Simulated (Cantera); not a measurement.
Thermodynamics of carbon deposition, reforming and gasification, feed n-butane + H2O + H2

Feed: 1 mol n-butane, 0.25 mol H2O, 1 mol H2, at 8250 Torr.

Equilibrium computed with Cantera from the NASA thermochemical tables; the gas is ideal and each condensed phase is pure. Candidate condensed phases: C, C6H6, C7H8, C8H18, H2O; 110 gas species. Kinetics and transport are ignored.

From 1573 K to 2373 K the condensed part is C(graphite). The main C-bearing gas is CO throughout.

```csv
T (K),x H2,x CO,x CH4,x C2H2 (acetylene),x H,x H2O,x CH3,n C(graphite)
1573,0.943,0.0387,0.0179,1.95e-5,1.19e-5,0.000418,4.61e-6,3.64
1673,0.949,0.0387,0.0120,5.41e-5,3.34e-5,0.000227,8.63e-6,3.67
1773,0.953,0.0387,0.00841,0.000133,8.37e-5,0.000132,1.50e-5,3.69
1873,0.955,0.0386,0.00611,0.000298,0.000190,8.17e-5,2.45e-5,3.71
1973,0.956,0.0386,0.00459,0.000612,0.000398,5.30e-5,3.79e-5,3.71
2073,0.956,0.0386,0.00354,0.00117,0.000775,3.59e-5,5.62e-5,3.71
2173,0.955,0.0385,0.00280,0.00211,0.00142,2.52e-5,8.02e-5,3.70
2273,0.953,0.0385,0.00226,0.00359,0.00247,1.83e-5,0.000111,3.69
2373,0.949,0.0384,0.00185,0.00584,0.00410,1.36e-5,0.000148,3.66
```
x: gas mole fraction; n: condensed amount in mol.
